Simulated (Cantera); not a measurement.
A Cantera script and its output.

```python
import numpy as np
import cantera as ct

gas = ct.Solution("gri30.yaml")


def delay(T, t_max=10):
    gas.TPX = T, 1000000, {'CH4': 1, 'H2': 1.1, 'O2': 1.96, 'N2': 7.38}
    reactor = ct.IdealGasConstPressureReactor(gas, clone=False)
    net = ct.ReactorNet([reactor])
    net.rtol, net.atol = 1e-8, 1e-16
    while net.time < t_max:
        t_old, T_old = net.time, reactor.T
        net.step()
        if reactor.T > T + 400:  # ignition: a rise of 400 K
            return t_old + (T + 400 - T_old) / (reactor.T - T_old) * (net.time - t_old)
    return np.nan


taus = []
for T in [1200, 1250, 1300, 1350, 1400, 1450, 1500]:
    taus.append(delay(T))
    print(f"T0 = {T:6g} K   tau = {taus[-1]:.4e} s")
```

Output:

```
T0 =   1200 K   tau = 1.9879e-04 s
T0 =   1250 K   tau = 1.1397e-04 s
T0 =   1300 K   tau = 7.3730e-05 s
T0 =   1350 K   tau = 5.0945e-05 s
T0 =   1400 K   tau = 3.6538e-05 s
T0 =   1450 K   tau = 2.6829e-05 s
T0 =   1500 K   tau = 2.0036e-05 s
```

Computed with Cantera and GRI-Mech 3.0 (53 species, 325 reactions).
